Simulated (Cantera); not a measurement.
Charge: 1 mol Fe₂O₃, 14 mol CO, 6.8 mol N₂, held at 1127 °C and 9.00 Torr.

Equilibrium computed with Cantera from the NASA thermochemical tables; the gas is ideal and each condensed phase is pure. Candidate condensed phases: C, Fe, Fe(CO)₅, FeO, Fe₂O₃, Fe₃O₄; 27 gas species. Mutual solubility and eutectic melting of coexisting phases are not modelled. The tables' stoichiometric FeO is somewhat more stable than real wüstite, so its field is too wide. FeO: taken at fixed stoichiometry. Equilibrium is a limit: real reactors are often held back by kinetics, nucleation or transport.

Base state: CO 0.574, N₂ 0.327, CO₂ 0.0992 (mole fractions); condensed: Fe(γ) + FeO(s).

Question: What changes in the equilibrium state with this change: temperature from 1127 °C to 827 °C?

Answer: 
```tsv
species	before	after
CO	0.574	0.550
N₂	0.327	0.327
CO₂	0.0992	0.123
Fe(γ), mol	1.06	0
FeO(s), mol	0.937	0.446
Fe(α), mol	0	1.55
```
